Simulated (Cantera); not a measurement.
What does this Cantera script print?

```python
import numpy as np
import cantera as ct

gas = ct.Solution("h2o2.yaml")
gas.TPX = 1348, 2666, {'H2': 0.88, 'O2': 1}
reactor = ct.IdealGasConstPressureReactor(gas, energy="off", clone=False)
net = ct.ReactorNet([reactor])
net.rtol, net.atol = 1e-08, 1e-18
show = ['H2', 'O2', 'OH', 'H2O', 'O', 'HO2', 'H']
times = np.geomspace(0.0001, 10, 12)

steps = ct.SolutionArray(gas, extra=["t"])
rows = []
print(f"{'t/s':>10s}{'T/K':>9s}{'P/Pa':>11s}" + "".join(f"{s:>11s}" for s in show))
for t in times:
    while net.time < t:
        t_next = net.step()
        steps.append(gas.state, t=t_next)
    rows.append([np.interp(t, steps.t, y) for y in (steps.T, steps.P, *steps(*show).X.T)])
    print(f"{t:10.3e}{rows[-1][0]:9.1f}{rows[-1][1]:11.4g}" + "".join(f"{x:11.3e}" for x in rows[-1][2:]))
rate = np.gradient(steps.T, steps.t)
print("integrator steps:", len(steps.t))
if steps.T.max() > steps.T[0] + 200:
    print(f"time of steepest temperature rise: {steps.t[rate.argmax()]:.4e} s")
gas.TPX = 1348, 2666, {'H2': 0.88, 'O2': 1}
gas.equilibrate("TP")
print(f"equilibrium (TP): T = {gas.T:.1f} K  " + "  ".join(f"{s} {gas[s].X[0]:.3e}" for s in show))
```

It prints:

```
       t/s      T/K       P/Pa         H2         O2         OH        H2O          O        HO2          H
 1.000e-04   1348.0       2666  4.681e-01  5.319e-01  2.658e-06  1.723e-05  3.770e-06  5.725e-07  1.398e-05
 2.848e-04   1348.0       2666  2.518e-01  4.301e-01  1.935e-02  1.501e-01  3.494e-02  9.928e-06  1.137e-01
 8.111e-04   1348.0       2666  4.435e-02  3.281e-01  2.278e-02  3.433e-01  8.501e-02  1.323e-05  1.764e-01
 2.310e-03   1348.0       2666  3.480e-02  3.497e-01  2.082e-02  4.408e-01  5.537e-02  1.655e-05  9.842e-02
 6.579e-03   1348.0       2666  1.104e-02  3.773e-01  1.206e-02  5.710e-01  1.459e-02  1.811e-05  1.392e-02
 1.874e-02   1348.0       2666  1.042e-03  3.870e-01  3.708e-03  6.066e-01  1.320e-03  6.917e-06  3.776e-04
 5.337e-02   1348.0       2666  1.144e-04  3.884e-01  1.241e-03  6.101e-01  1.465e-04  1.222e-06  1.393e-05
 1.520e-01   1348.0       2666  2.103e-05  3.887e-01  5.370e-04  6.107e-01  2.737e-05  2.793e-07  1.122e-06
 4.329e-01   1348.0       2666  5.360e-06  3.888e-01  2.725e-04  6.109e-01  7.052e-06  1.091e-07  1.466e-07
 1.233e+00   1348.0       2666  1.870e-06  3.888e-01  1.612e-04  6.110e-01  2.468e-06  8.761e-08  3.049e-08
 3.511e+00   1348.0       2666  1.219e-06  3.888e-01  1.299e-04  6.110e-01  1.603e-06  9.176e-08  1.609e-08
 1.000e+01   1348.0       2666  1.193e-06  3.888e-01  1.285e-04  6.110e-01  1.568e-06  9.211e-08  1.558e-08
integrator steps: 1978
equilibrium (TP): T = 1348.0 K  H2 1.193e-06  O2 3.888e-01  OH 1.285e-04  H2O 6.110e-01  O 1.568e-06  HO2 9.211e-08  H 1.558e-08
```

Computed with Cantera and the H2/O2 subset of GRI-Mech 3.0, which has no nitrogen chemistry. Radical loss at walls, strong at low pressure, is not modelled. The temperature is held fixed by assumption; the heat of reaction is taken as removed at once.
